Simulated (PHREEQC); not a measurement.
1 kg of water holding 57 mmol/kgw NaHCO3 meets 20 L of dry gas (CO2 0.79, H2 0.21 by moles) at fixed total pressure, at 5 atm; fugacities by Peng-Robinson. The gases take part in no redox reaction, some water evaporates into the gas, and hydrates or a liquid gas phase aren't modelled. Nothing may precipitate in this run.

All values are PHREEQC results (ion-association model, phreeqc.dat), not measurements.

Q: Predict dissolved CO2 (all carbonate carbon) (mol/kgw) at T (°C) = 10, 20, 30, 70, 80.

A: 
| T (°C) | dissolved CO2 (all carbonate carbon) (mol/kgw) |
|---|---|
| 10 | 0.257 |
| 20 | 0.203 |
| 30 | 0.169 |
| 70 | 0.108 |
| 80 | 0.101 |

Constants without temperature data keep their 25 °C values here.
